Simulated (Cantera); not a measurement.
Feed: 1 mol H₂S, 0.039 mol SO₂, at 1675 °C and 1000 Pa.

These are equilibrium values from Cantera (NASA tables, ideal gas, pure condensed phases), not measurements of a reactor. Candidate condensed phases: H₂O, H₂SO₄, S; 19 gas species. Kinetics and transport are ignored.

Base state: H₂ 0.573, S₂ 0.307, H₂O 0.0434, SH 0.0266, H₂S 0.0217, S 0.0124, H 0.00857, SO 0.00569 (mole fractions); condensed: gas only.

Q: What changes in the equilibrium state with this change: SO₂ from 0.039 to 0.18 mol?

A: 
| species | before | after |
|---|---|---|
| H₂ | 0.573 | 0.429 |
| S₂ | 0.307 | 0.311 |
| H₂O | 0.0434 | 0.152 |
| SO | 0.00569 | 0.0269 |
| SO₂ | 0.000908 | 0.0201 |
| H₂S | 0.0217 | 0.0163 |
| SH | 0.0266 | 0.0232 |
| S | 0.0124 | 0.0125 |
| S₂O | 0.000182 | 0.000866 |
| OH | 5.87e-5 | 0.000238 |
| H | 0.00857 | 0.00741 |

Q: What changes in the equilibrium state with this change: temperature from 1675 °C to 2602 °C?

A: 
| species | before | after |
|---|---|---|
| H | 0.00857 | 0.436 |
| S | 0.0124 | 0.311 |
| H₂ | 0.573 | 0.169 |
| H₂S | 0.0217 | 0.000344 |
| H₂O | 0.0434 | 0.00319 |
| S₂ | 0.307 | 0.0324 |
| SO | 0.00569 | 0.0211 |
| SH | 0.0266 | 0.0203 |
| O | 6.50e-7 | 0.00394 |
| O₂ | 2.14e-8 | 2.96e-5 |
| OH | 5.87e-5 | 0.00246 |
